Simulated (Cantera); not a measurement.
An adiabatic, constant-pressure homogeneous reactor starts with CH₄ : O₂ : N₂ = 1 : 2.86 : 10.7 (molar parts), at 1673 K and 3750 Torr.

Detailed kinetics in Cantera: GRI-Mech 3.0 (53 species, 325 reactions).

Q: Predict: time of steepest temperature rise; temperature at 0.600 s; equilibrium temperature; x(O₂) at 0.600 s; x(N₂O) at 0.600 s.

A: 
```json
{
 "time_of_steepest_temperature_rise": "66.1 µs",
 "temperature at 0.600 s": "2767 K",
 "equilibrium_temperature": "2767 K",
 "x(O₂) at 0.600 s": "0.0529 (gas-phase equilibrium 0.0529)",
 "x(N₂O) at 0.600 s": "2.00e-6 (gas-phase equilibrium 2.00e-6)"
}
```
